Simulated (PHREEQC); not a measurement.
Reverse-osmosis permeate: an equilibrium model

Model water analysis in mg/kgw, 25 °C, pH 6.84, pe 9.2: Na 7.26; K 1.03; Ca 2.76; Mg 0.399; Cl 2.41; S(6) as SO4 6.54; Alkalinity as HCO3 18.6; N(5) as NO3 0.283; Cu(2) 0.00678.

Valence states are taken as typed.

Model: ion-association model, wateq4f.dat, run in PHREEQC.

Each row changes one thing in this solution. No solid was allowed to form.

```json
[
 {"case": "as made", "HCO3- (mol/kgw)": "0.000304", "CO2 (mol/kgw)": "9.60e-5", "CO3-2 (mol/kgw)": "1.08e-7", "Cu+2 (mol/kgw)": "4.17e-8", "Cu(OH)2 (mol/kgw)": "3.71e-8", "CuOH+ (mol/kgw)": "2.64e-9", "SI of Tenorite (CuO)": "-1.37", "SI of Cu(OH)2 (Cu(OH)2)": "-2.39"},
 {"case": "Mg from 0.399 to 1.2 mg/kgw", "HCO3- (mol/kgw)": "0.000304", "CO2 (mol/kgw)": "9.59e-5", "CO3-2 (mol/kgw)": "1.08e-7", "Cu+2 (mol/kgw)": "4.18e-8", "Cu(OH)2 (mol/kgw)": "3.71e-8", "CuOH+ (mol/kgw)": "2.64e-9", "SI of Tenorite (CuO)": "-1.37", "SI of Cu(OH)2 (Cu(OH)2)": "-2.39"},
 {"case": "all concentrations times 3 at the same typed pH", "HCO3- (mol/kgw)": "0.000910", "CO2 (mol/kgw)": "0.000282", "CO3-2 (mol/kgw)": "…", "Cu+2 (mol/kgw)": "9.03e-8", "Cu(OH)2 (mol/kgw)": "7.45e-8", "CuOH+ (mol/kgw)": "5.42e-9", "SI of Tenorite (CuO)": "-1.07", "SI of Cu(OH)2 (Cu(OH)2)": "-2.09"},
 {"case": "pH from 6.84 to 6.54 at the same alkalinity", "HCO3- (mol/kgw)": "0.000305", "CO2 (mol/kgw)": "0.000192", "CO3-2 (mol/kgw)": "5.40e-8", "Cu+2 (mol/kgw)": "…", "Cu(OH)2 (mol/kgw)": "1.46e-8", "CuOH+ (mol/kgw)": "2.08e-9", "SI of Tenorite (CuO)": "-1.77", "SI of Cu(OH)2 (Cu(OH)2)": "-2.79"},
 {"case": "Alkalinity from 18.6 to 55.8 mg/kgw", "HCO3- (mol/kgw)": "0.000913", "CO2 (mol/kgw)": "0.000287", "CO3-2 (mol/kgw)": "3.29e-7", "Cu+2 (mol/kgw)": "2.90e-8", "Cu(OH)2 (mol/kgw)": "2.52e-8", "CuOH+ (mol/kgw)": "1.81e-9", "SI of Tenorite (CuO)": "-1.54", "SI of Cu(OH)2 (Cu(OH)2)": "-2.56"}
]
```

Q: Some entries are withheld; supply them.

A: 
- all concentrations times 3 at the same typed pH, CO3-2 (mol/kgw): 3.41e-7
- pH from 6.84 to 6.54 at the same alkalinity, Cu+2 (mol/kgw): 6.53e-8

The database's constant for dissolved Cu(OH)2 is higher than later reviews accept.
